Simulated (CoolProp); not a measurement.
Vapour-liquid equilibrium of propane (1) + R152A (2) at 398 kPa; x and y are mole fractions of (1).

Values from CoolProp's multi-fluid Helmholtz-energy mixture model, Lemmon 2009 and Outcalt 1996; pair parameters Bell 2016.

### Question
Give the bubble temperature and the first vapour's composition at x = 0.05, 0.65, 0.8. Is there an azeotrope?

### Answer
x = 0.05: 279.8 K, y = 0.188; x = 0.65: 264.1 K, y = 0.699; x = 0.8: 264.1 K, y = 0.768. y crosses x between x = 0.65 and 0.8: the model has an azeotrope there.

Pair parameters are fitted to limited data, so mixtures are less certain than the pure fluids.
